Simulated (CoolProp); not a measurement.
Vapour-liquid equilibrium of CHF3 (R23) (1) + sulfur hexafluoride (2) at 237.9 K; x and y are mole fractions of (1).

Computed with CoolProp (multi-fluid Helmholtz-energy mixture model, Penoncello 2003 and Guder 2009; pair parameters Bell 2016).

```csv
x,bubble pressure (bar),y at the bubble point,dew pressure at overall composition x (bar),liquid density (mol/L)
0.05,[?],0.208,[?],12.27
0.15,6.363,0.404,4.734,12.56
0.25,7.183,0.502,5.284,12.89
0.35,[?],0.565,5.949,13.28
0.45,8.105,0.615,6.739,13.72
0.55,[?],0.661,7.601,14.24
0.65,8.590,0.711,[?],14.84
0.75,8.709,0.768,[?],[?]
0.85,8.716,0.840,8.708,[?]
0.95,8.559,0.937,8.529,17.29
```

Some entries are withheld; supply them.


- 0.05, bubble pressure (bar): 5.039
- 0.05, dew pressure at overall composition x (bar): 4.276
- 0.35, bubble pressure (bar): 7.723
- 0.55, bubble pressure (bar): 8.387
- 0.65, dew pressure at overall composition x (bar): 8.325
- 0.75, dew pressure at overall composition x (bar): 8.684
- 0.75, liquid density (mol/L): 15.55
- 0.85, liquid density (mol/L): 16.36

y crosses x between x = 0.75 and 0.85: the model has an azeotrope there.

The pair parameters rest on a limited set of measurements; away from them the model extrapolates.
